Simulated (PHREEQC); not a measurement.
Make-up at 85 °C: 1.6 mol/kgw NaCl and 0.17 mol/kgw Na2SO4. Closed to the air; pH follows from the charge balance.

Computed with PHREEQC (Pitzer model, pitzer.dat).

```tsv
quantity	before	after
pH	6.56	1.27
ionic strength (mol/kgw)	2.11	1.88
SI of Halite (NaCl)	-1.53	-1.60
```

Q: What was changed between the two runs?
(A) diluted 100-fold with water
(B) Na2SO4 replaced by KHSO4 at the same molality
(C) temperature from 85 to 60 °C
(D) Na2SO4 left out
(E) Na2SO4 from 0.17 to 0.34 mol/kgw

A: B, Na2SO4 replaced by KHSO4 at the same molality

This is a speciation only: nothing precipitates in the calculation. In brines, pH and single-ion activities rest on the MacInnes convention. At this temperature some constants are extrapolated from 25 °C, and those without enthalpy data are left unchanged.
